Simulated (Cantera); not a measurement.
Input (Python, Cantera) and output of one run.

```python
import numpy as np
import cantera as ct

gas_names = """
    O2 H2O
""".split()
cond_names = """
    Ba(L) BaO(s) BaO2H2(L)
""".split()


# ... load() reads the species with a 1 bar reference pressure and builds the phases ...
species = {s.name: s for s in load("nasa_gas.yaml", gas_names) + load("nasa_condensed.yaml", cond_names)}
T = 1225
g = {n: (s.thermo.h(T) - T * s.thermo.s(T)) / (ct.gas_constant * T * np.log(10)) for n, s in species.items()}
valid = cond_names  # the entries whose range holds T


def stable(la, lb):
    # potentials (over RT ln 10) of the two non-metals from log10 p(O2) and log10 p(H2O) in bar
    mu = {}
    mu["O"] = (g["O2"] + la) / 2
    mu["H"] = (g["H2O"] + lb - 1 * mu["O"]) / 2
    cost = {}
    for n in valid:
        c = species[n].composition
        cost[n] = (g[n] - sum(c.get(e, 0) * m for e, m in mu.items())) / c["Ba"]
    return min(cost, key=cost.get)


results = []
for lb in [0, -2, -4, -6, -8, -10, -12, -14, -16, -18]:
    row = [stable(la, lb) for la in [-10, -9.3, -8.6, -7.9, -7.1, -6.4, -5.7, -5, -4.3, -3.6, -2.9, -2.1, -1.4, -0.7, 0]]
    results.append(row)
    print(f"{lb:6.1f}  " + " ".join(f"{valid.index(n):x}" for n in row))
print("key: " + ", ".join(f"{i:x} {n}" for i, n in enumerate(valid)))
```

It prints:

```
   0.0  2 2 2 2 2 2 2 2 2 2 2 2 2 2 2
  -2.0  1 1 1 1 1 1 1 1 1 1 1 1 1 1 1
  -4.0  1 1 1 1 1 1 1 1 1 1 1 1 1 1 1
  -6.0  1 1 1 1 1 1 1 1 1 1 1 1 1 1 1
  -8.0  1 1 1 1 1 1 1 1 1 1 1 1 1 1 1
 -10.0  1 1 1 1 1 1 1 1 1 1 1 1 1 1 1
 -12.0  1 1 1 1 1 1 1 1 1 1 1 1 1 1 1
 -14.0  1 1 1 1 1 1 1 1 1 1 1 1 1 1 1
 -16.0  1 1 1 1 1 1 1 1 1 1 1 1 1 1 1
 -18.0  1 1 1 1 1 1 1 1 1 1 1 1 1 1 1
key: 0 Ba(L), 1 BaO(s), 2 BaO2H2(L)
```

Source: NASA polynomial tables (part measured, part estimated), evaluated in Cantera. Not in the tables: the peroxide.
